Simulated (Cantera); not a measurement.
What does this Cantera script print?

```python
import numpy as np
import cantera as ct

gas_names = """
    B BH BH2 BH3 BO BO2 B2 B2O B2O2 B2O3 B3O3H3 H HBO HBO2 HO2 H2 H2O H2O2 H3B3O6 O OH O2 O3
""".split()
cond_names = """
    B(b) B(L) B2O3(L) B3O3H3(cr) H2O(s) H2O(L)
""".split()


# ... load() reads the species with a 1 bar reference pressure and builds the phases ...
atoms = {
    'B2O3': {'B': 2, 'O': 3},
    'H2O': {'H': 2, 'O': 1},
}
top_T = {}  # K; cautious upper limits of use, not melting points


# ... equilibrate(T, P, feed) seeds the gas with the atoms and calls Mixture.equilibrate('TP', solver="vcs", rtol=1e-11, max_steps=5000) ...
results = []
feed = {'B2O3': 1, 'H2O': 0.1}  # mol
P = 13332.2  # Pa
for T in [898, 998, 1098, 1198, 1298, 1398, 1498, 1598, 1698, 1798, 1898, 1998]:
    mix = equilibrate(T, P, feed)
    results.append((T, P, feed, dict(zip(mix.species_names, mix.species_moles))))
    x = sorted(zip(gas.X, gas.species_names), reverse=True)
    print(f"T = {T:g} K  P = {P:g} Pa  gas = {mix.phase_moles(0):.4g} mol")
    print("   x: " + "  ".join(f"{s} {v:.3e}" for v, s in x if v > 0.0001))
    print("   condensed (mol): " + ("  ".join(f"{mix.phase(i).name} {mix.phase_moles(i):.4g}"
          for i in range(1, mix.n_phases) if mix.phase_moles(i) > 1e-12) or "none"))
```

Output:

```
T = 898 K  P = 13332.2 Pa  gas = 0.09914 mol
   x: H2O 9.826e-01  H3B3O6 1.739e-02
   condensed (mol): B2O3(L) 0.9974
T = 998 K  P = 13332.2 Pa  gas = 0.0995 mol
   x: H2O 9.898e-01  H3B3O6 1.012e-02
   condensed (mol): B2O3(L) 0.9985
T = 1098 K  P = 13332.2 Pa  gas = 0.09971 mol
   x: H2O 9.932e-01  H3B3O6 6.367e-03  HBO2 4.598e-04
   condensed (mol): B2O3(L) 0.999
T = 1198 K  P = 13332.2 Pa  gas = 0.0999 mol
   x: H2O 9.935e-01  H3B3O6 4.257e-03  HBO2 2.206e-03
   condensed (mol): B2O3(L) 0.9993
T = 1298 K  P = 13332.2 Pa  gas = 0.1003 mol
   x: H2O 9.888e-01  HBO2 8.183e-03  H3B3O6 2.978e-03
   condensed (mol): B2O3(L) 0.9991
T = 1398 K  P = 13332.2 Pa  gas = 0.1012 mol
   x: H2O 9.729e-01  HBO2 2.473e-02  H3B3O6 2.139e-03  H2 1.433e-04
   condensed (mol): B2O3(L) 0.9984
T = 1498 K  P = 13332.2 Pa  gas = 0.1032 mol
   x: H2O 9.346e-01  HBO2 6.308e-02  H3B3O6 1.536e-03  H2 3.663e-04  O2 1.656e-04  B2O3 1.562e-04
   condensed (mol): B2O3(L) 0.9965
T = 1598 K  P = 13332.2 Pa  gas = 0.1076 mol
   x: H2O 8.581e-01  HBO2 1.384e-01  H3B3O6 1.062e-03  B2O3 1.061e-03  H2 8.092e-04  O2 3.540e-04  OH 1.712e-04
   condensed (mol): B2O3(L) 0.9923
T = 1698 K  P = 13332.2 Pa  gas = 0.116 mol
   x: H2O 7.278e-01  HBO2 2.631e-01  B2O3 5.685e-03  H2 1.549e-03  H3B3O6 6.685e-04  O2 6.415e-04  OH 3.765e-04  BO2 1.660e-04
   condensed (mol): B2O3(L) 0.984
T = 1798 K  P = 13332.2 Pa  gas = 0.1318 mol
   x: H2O 5.405e-01  HBO2 4.293e-01  B2O3 2.500e-02  H2 2.542e-03  O2 9.476e-04  OH 6.794e-04  BO2 6.554e-04  H3B3O6 3.525e-04
   condensed (mol): B2O3(L) 0.9683
T = 1898 K  P = 13332.2 Pa  gas = 0.1631 mol
   x: HBO2 5.804e-01  H2O 3.186e-01  B2O3 9.321e-02  H2 3.492e-03  BO2 2.082e-03  O2 1.024e-03  OH 9.441e-04  H3B3O6 1.338e-04  H 1.265e-04
   condensed (mol): B2O3(L) 0.9372
T = 1998 K  P = 13332.2 Pa  gas = 0.2471 mol
   x: HBO2 5.738e-01  B2O3 3.021e-01  H2O 1.135e-01  BO2 4.954e-03  H2 3.739e-03  OH 8.111e-04  O2 5.577e-04  H 2.687e-04  BO 1.090e-04  HBO 1.043e-04
   condensed (mol): B2O3(L) 0.8538
```

Method: chemical equilibrium by Gibbs-energy minimisation in Cantera with the NASA 1993 tables (ideal gas, pure condensed phases). Gases not in the tables: H3BO3.
